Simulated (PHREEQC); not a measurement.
0.23 g of hydrous ferric oxide (600 m²/g; 0.2 weak and 0.005 strong sites per Fe, Dzombak-Morel constants, diffuse double layer) in 1 kg of water with 0.1 mol/kgw of an inert sodium salt and 6.4e-06 mol/kgw ZnCl2, at 25 °C; the pH is set by adding NaOH or the inert anion's acid. Oxygen is held at 0.21 atm. No CO2 enters from the air. No solid was allowed to form.

The numbers come from PHREEQC with the ion-association model, wateq4f.dat.

Problem. Predict Zn sorbed (%) at pH = 4.5, 5, 9.

Solution. 
| pH | Zn sorbed (%) |
|---|---|
| 4.5 | 0.2 |
| 5 | 1.5 |
| 9 | 100.0 |

The oxide is taken as insoluble; below pH 4 it would dissolve.
